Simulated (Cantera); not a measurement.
A closed system holds: 1 mol FeS2, 5.7 mol H2, equilibrated at 1475 °C and 1.00 Torr.

Cantera equilibrium calculation (NASA polynomials, part measured and part estimated; ideal gas, pure solids and liquids). Candidate condensed phases: Fe, FeS, FeS2, S; 8 gas species. Rates play no part.

Base state: H2 0.820, S2 0.132, H2S 0.0141, SH 0.0124, Fe 0.0102, H 0.00568, S 0.00481 (mole fractions); condensed: Fe(δ).

### Question
What changes in the equilibrium state with this change: pressure from 1.00 Torr to 30.0 Torr?

### Answer
| species | before | after |
|---|---|---|
| H2 | 0.820 | 0.886 |
| H2S | 0.0141 | 0.0524 |
| S2 | 0.132 | 0.0522 |
| Fe | 0.0102 | 0.000122 |
| SH | 0.0124 | 0.00810 |
| S | 0.00481 | 0.000551 |
| H | 0.00568 | 0.00108 |
| Fe(δ), mol | 0.931 | 0 |
| FeS(l), mol | 0 | 0.999 |
FeS: taken at fixed stoichiometry.

### Question
What changes in the equilibrium state with this change: FeS2 replaced by Al2O3?

### Answer
```json
[
 {"species": "H2", "before": "0.820", "after": "0.994"},
 {"species": "H", "before": "0.00568", "after": "0.00625"},
 {"species": "H2O", "before": "0", "after": "8.37e-5"},
 {"species": "S2", "before": "0.132", "after": "0"},
 {"species": "H2S", "before": "0.0141", "after": "0"},
 {"species": "SH", "before": "0.0124", "after": "0"},
 {"species": "Fe", "before": "0.0102", "after": "0"},
 {"species": "Al", "before": "0", "after": "4.90e-5"},
 {"species": "S", "before": "0.00481", "after": "0"},
 {"species": "Fe(δ), mol", "before": "0.931", "after": "0"},
 {"species": "Al2O3(s), mol", "before": "0", "after": "1.000"}
]
```
Further candidate phases: Al, Al2O3, H2O.
